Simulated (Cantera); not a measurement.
An isothermal, constant-pressure homogeneous reactor starts with CH4 : N2 = 1 : 2.5 (molar parts), at 1500 K and 0.0267 bar.

Detailed kinetics in Cantera: GRI-Mech 3.0 (53 species, 325 reactions). GRI-Mech 3.0 stops at C3 and has no aromatics, soot or wall deposition, so with more carbon than oxygen in the feed, carbon stays in small species such as C2H2 where larger ones or solid carbon would form. Radical loss at walls, strong at low pressure, is not modelled.

x: mole fraction; the columns are a selection and need not sum to one.

| t (s) | x CH4 | x HCN | x C2H4 | x C2H | x C2H2 | x H | x CH2 |
|---|---|---|---|---|---|---|---|
| 7.00e-5 | 0.286 | <1e-12 | <1e-12 | <1e-12 | <1e-12 | 2.48e-8 | <1e-12 |
| 0.000254 | 0.286 | <1e-12 | 1.67e-11 | <1e-12 | <1e-12 | 2.48e-8 | <1e-12 |
| 0.000921 | 0.286 | <1e-12 | … | <1e-12 | <1e-12 | 2.49e-8 | 7.02e-12 |
| 0.00334 | 0.286 | <1e-12 | … | <1e-12 | 7.63e-11 | 2.56e-8 | 8.76e-11 |
| 0.0121 | 0.286 | <1e-12 | … | <1e-12 | 1.49e-8 | 3.42e-8 | 1.05e-9 |
| 0.0439 | 0.285 | <1e-12 | … | 1.68e-12 | 2.80e-6 | 1.20e-7 | 9.18e-9 |
| 0.159 | 0.279 | 1.47e-11 | … | 1.28e-10 | 0.000367 | 9.85e-7 | 4.33e-8 |
| 0.578 | 0.243 | 5.85e-10 | … | 2.64e-9 | 0.0112 | 5.69e-6 | 4.79e-8 |
| 2.10 | 0.174 | 4.21e-9 | … | 8.18e-9 | 0.0415 | 1.35e-5 | 2.85e-8 |
| 7.60 | 0.0874 | 1.85e-8 | … | 1.60e-8 | 0.0765 | 2.56e-5 | 1.69e-8 |
| 27.6 | 0.0237 | 6.24e-8 | 0.000276 | 2.82e-8 | 0.102 | 4.50e-5 | 8.41e-9 |
| 100 | 0.00431 | 1.41e-7 | 0.000271 | 3.78e-8 | 0.109 | 6.03e-5 | 2.43e-9 |

Fill in the missing entries.


- 0.000921, x C2H4: 1.07e-9
- 0.00334, x C2H4: 5.57e-8
- 0.0121, x C2H4: 2.60e-6
- 0.0439, x C2H4: 9.44e-5
- 0.159, x C2H4: 0.00185
- 0.578, x C2H4: 0.00562
- 2.10, x C2H4: 0.00198
- 7.60, x C2H4: 0.000571
